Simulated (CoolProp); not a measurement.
A closed Brayton cycle with carbon dioxide: compressor inlet 309.15 K and 8.9 MPa, high pressure 19.7 MPa, turbine inlet 640 K, compressor efficiency 0.85, turbine efficiency 0.9, recuperator effectiveness 0.95 (on enthalpy, no pinch check). Each further row changes one setting.

Model: reference Helmholtz-energy equation of state, Span 1996, in CoolProp.

```csv
case,thermal efficiency (%),net work (kJ/kg),compressor to turbine work,compressor exit (K),turbine exit (K)
as stated,28.2,59.8,0.24,333.3,556.7
turbine inlet 590 K,25.7,51.8,0.26,333.3,509.9
compressor inlet 319.15 K,26.9,46.5,0.41,374.7,556.7
high pressure 16.7 MPa,26.2,49.6,0.22,327.8,573.8
recuperator effectiveness 0.5,17.5,59.8,0.24,333.3,556.7
```
